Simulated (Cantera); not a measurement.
A perfectly stirred reactor is fed with CH4 : O2 : N2 = 1 : 1.18 : 4.42 (molar parts), equivalence ratio 1.7, at 100000 Pa; it is adiabatic with a 625 K inlet, and is followed from long to short residence time, starting on the burning branch (τ in s: 0.056, 0.03, 0.016, 0.0084, 0.0044, 0.0024, 0.0013, 0.00067, 0.00035, 0.00019, 0.0001, 5.3e-05).

Cantera simulation using GRI-Mech 3.0 (53 species, 325 reactions); the numbers are that mechanism's predictions, not measurements.

Problem. Predict: blow-out, bracketed by the residence times tried; x(CH4) at τ = 56.0 ms; x(O2) at τ = 56.0 ms; x(H) at τ = 56.0 ms; x(HCO) at τ = 56.0 ms; x(H2O) at τ = 56.0 ms; x(CH4) at τ = 1.30 ms; x(O2) at τ = 1.30 ms; x(H) at τ = 1.30 ms; x(HCO) at τ = 1.30 ms; x(H2O) at τ = 1.30 ms.

Solution. 
| Quantity | Value |
|---|---|
| blow-out, bracketed by the residence times tried | burning at 0.670 ms, out at 0.350 ms |
| x(CH4) at τ = 56.0 ms | 0.00188 |
| x(O2) at τ = 56.0 ms | 0.000251 |
| x(H) at τ = 56.0 ms | 0.000806 |
| x(HCO) at τ = 56.0 ms | 1.15e-7 |
| x(H2O) at τ = 56.0 ms | 0.157 |
| x(CH4) at τ = 1.30 ms | 0.00674 |
| x(O2) at τ = 1.30 ms | 0.00540 |
| x(H) at τ = 1.30 ms | 0.00144 |
| x(HCO) at τ = 1.30 ms | 2.32e-6 |
| x(H2O) at τ = 1.30 ms | 0.166 |
